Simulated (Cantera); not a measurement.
A perfectly stirred reactor is fed with CH4 : O2 : N2 : H2O : H2 = 1 : 1.43 : 5.37 : 1.8 : 0.023 (molar parts), at 5.00 bar; it is adiabatic with a 575 K inlet, and is followed from long to short residence time, starting on the burning branch (τ in s: 0.1, 0.036, 0.013, 0.0045, 0.0016, 0.00056, 0.0002, 7e-05, 2.5e-05, 8.6e-06).

Model: GRI-Mech 3.0 (53 species, 325 reactions), integrated in Cantera.

Predict: blow-out, bracketed by the residence times tried; x(CH4) at τ = 0.100 s; x(O2) at τ = 0.100 s; x(H2O) at τ = 0.100 s; x(NO) at τ = 0.100 s; x(CH4) at τ = 0.560 ms; x(O2) at τ = 0.560 ms; x(H2O) at τ = 0.560 ms.


```
Item                                                                            Value
------------------------------------------------  -----------------------------------
blow-out, bracketed by the residence times tried  burning at 1.60 ms, out at 0.560 ms
x(CH4) at τ = 0.100 s                                                         0.00203
x(O2) at τ = 0.100 s                                                         0.000205
x(H2O) at τ = 0.100 s                                                           0.311
x(NO) at τ = 0.100 s                                                          5.24e-6
x(CH4) at τ = 0.560 ms                                                          0.104
x(O2) at τ = 0.560 ms                                                           0.149
x(H2O) at τ = 0.560 ms                                                          0.187
```
